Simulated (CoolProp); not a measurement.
Properties of n-perfluorobutane at several states (Tc = 386.3 K, pc = 23.22 bar, ω = 0.372).

Model: reference Helmholtz-energy equation of state, Gao 2022, in CoolProp.

```tsv
T (K)	p (bar)	phase	isothermal compressibility (1/MPa)	expansivity (1/kK)	fugacity coefficient
334.6	83.4	liquid	___	___	___
301	8.11	liquid	___	2.673	0.3379
389.2	2.65	gas	___	2.929	0.9644
249.8	58.3	liquid	0.002247	___	0.009763
```

### Question
Some entries are withheld; supply them.

### Answer

- 334.6, isothermal compressibility (1/MPa): 0.006199
- 334.6, expansivity (1/kK): 2.509
- 334.6, fugacity coefficient: 0.1187
- 301, isothermal compressibility (1/MPa): 0.005522
- 389.2, isothermal compressibility (1/MPa): 3.923
- 249.8, expansivity (1/kK): 1.903
